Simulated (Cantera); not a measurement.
A perfectly stirred reactor is fed with CH₃OH : O₂ : N₂ = 1 : 1.7 : 18.8 (molar parts), equivalence ratio 0.88, at 3750 Torr; it is adiabatic with a 350 K inlet, and is followed from long to short residence time, starting on the burning branch (τ in s: 0.074, 0.033, 0.015, 0.0068, 0.003, 0.0014, 0.00061, 0.00028, 0.00012, 5.6e-05, 2.5e-05, 1.1e-05).

Computed with Cantera and GRI-Mech 3.0 (53 species, 325 reactions). GRI-Mech 3.0 was tuned for natural gas; its chemistry of methanol as a main component is partial and can be far from experiment.

Problem. What does this change do: CH3OH 1 to 1.5 parts?

Solution. 
```csv
quantity,before,after
state,not burning at any residence time tried,not reached
x(CH₃OH) at τ = 74.0 ms,0.0465,4.48e-5
x(O₂) at τ = 74.0 ms,0.0791,0.000826
x(CO₂) at τ = 74.0 ms,<1e-12,0.0391
x(CH₂CO) at τ = 74.0 ms,<1e-12,1.46e-7
x(NO) at τ = 74.0 ms,<1e-12,4.06e-8
x(CH₃OH) at τ = 0.610 ms,0.0465,0.0682
x(O₂) at τ = 0.610 ms,0.0791,0.0773
x(CO₂) at τ = 0.610 ms,<1e-12,<1e-12
x(CH₂CO) at τ = 0.610 ms,<1e-12,<1e-12
x(NO) at τ = 0.610 ms,<1e-12,<1e-12
"blow-out, bracketed by the residence times tried",not reached,"burning at 33.0 ms, out at 15.0 ms"
```
